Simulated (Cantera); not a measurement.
Charge: 1 mol BF3, 6.5 mol N2, 0.12 mol O2, at 1.00 bar.

Cantera equilibrium calculation (NASA polynomials, part measured and part estimated; ideal gas, pure solids and liquids). Candidate condensed phases: B, BN, B2O3; 31 gas species. The tables' values for BF2 are old estimates; treat these amounts as uncertain. Rates play no part.

x: gas mole fraction; nothing condenses.

```csv
T (K),x N2,x BF3,x O2,x F,x NO
998,0.853,0.131,0.0157,(withheld),8.72e-6
1198,0.853,0.131,0.0157,(withheld),5.48e-5
1398,0.853,0.131,0.0156,(withheld),0.000203
1598,0.853,0.131,0.0155,(withheld),0.000542
1798,0.852,0.131,0.0151,(withheld),0.00115
1998,0.851,0.131,0.0144,(withheld),0.00208
2198,0.849,0.129,0.0132,(withheld),0.00327
2398,0.845,0.126,0.0109,(withheld),0.00450
```

What belongs in the gaps?


- 998, x F: 1.41e-9
- 1198, x F: 8.71e-8
- 1398, x F: 2.12e-6
- 1598, x F: 2.50e-5
- 1798, x F: 0.000174
- 1998, x F: 0.000827
- 2198, x F: 0.00293
- 2398, x F: 0.00821
